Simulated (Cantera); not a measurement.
# Equilibrium for silicon etching in halogen gases: Si + Cl₂ + NF₃

Input: 1 mol Si, 0.68 mol Cl₂, a varied amount of NF₃, equilibrated at 850 °C and 2.70 mbar.

Cantera equilibrium calculation (NASA polynomials, part measured and part estimated; ideal gas, pure solids and liquids). Candidate condensed phases: Si, Si₃N₄; 24 gas species. Equilibrium is a limit: real reactors are often held back by kinetics, nucleation or transport.

```json
[
 {"n(NF₃) (mol)": "0.94", "log p F": "-13.28", "log p SiF₄": "-2.92", "log p N₂": "-3.09", "log p ClF": "-12.07", "log p SiCl₄": "-3.29", "log p Cl₂": "-3.84", "log p F₂": "<-14", "log p Cl": "-4.62"},
 {"n(NF₃) (mol)": "1.6", "log p F": "-4.48", "log p SiF₄": "-3.03", "log p N₂": "-3.13", "log p ClF": "-3.15", "log p SiCl₄": "<-14", "log p Cl₂": "-3.59", "log p F₂": "-7.89", "log p Cl": "-4.49"},
 {"n(NF₃) (mol)": "2.3", "log p F": "-3.09", "log p SiF₄": "-3.27", "log p N₂": "-3.21", "log p ClF": "-3.14", "log p SiCl₄": "<-14", "log p Cl₂": "-6.35", "log p F₂": "-5.11", "log p Cl": "-5.87"},
 {"n(NF₃) (mol)": "3", "log p F": "-2.89", "log p SiF₄": "-3.44", "log p N₂": "-3.26", "log p ClF": "-3.31", "log p SiCl₄": "<-14", "log p Cl₂": "-7.08", "log p F₂": "-4.71", "log p Cl": "-6.24"},
 {"n(NF₃) (mol)": "3.7", "log p F": "-2.82", "log p SiF₄": "-3.56", "log p N₂": "-3.30", "log p ClF": "-3.43", "log p SiCl₄": "<-14", "log p Cl₂": "-7.47", "log p F₂": "-4.57", "log p Cl": "-6.43"},
 {"n(NF₃) (mol)": "4.4", "log p F": "-2.78", "log p SiF₄": "-3.66", "log p N₂": "-3.31", "log p ClF": "-3.52", "log p SiCl₄": "<-14", "log p Cl₂": "-7.74", "log p F₂": "-4.49", "log p Cl": "-6.57"},
 {"n(NF₃) (mol)": "5.1", "log p F": "-2.75", "log p SiF₄": "-3.73", "log p N₂": "-3.33", "log p ClF": "-3.60", "log p SiCl₄": "<-14", "log p Cl₂": "-7.94", "log p F₂": "-4.44", "log p Cl": "-6.67"},
 {"n(NF₃) (mol)": "5.8", "log p F": "-2.74", "log p SiF₄": "-3.80", "log p N₂": "-3.34", "log p ClF": "-3.67", "log p SiCl₄": "<-14", "log p Cl₂": "-8.11", "log p F₂": "-4.41", "log p Cl": "-6.75"}
]
```
log p: log10 of the partial pressure in bar; nothing condenses.

From 0.94 mol NF₃ to 5.8 mol NF₃ nothing is condensed. The main Si-bearing gas is SiF₄ throughout.
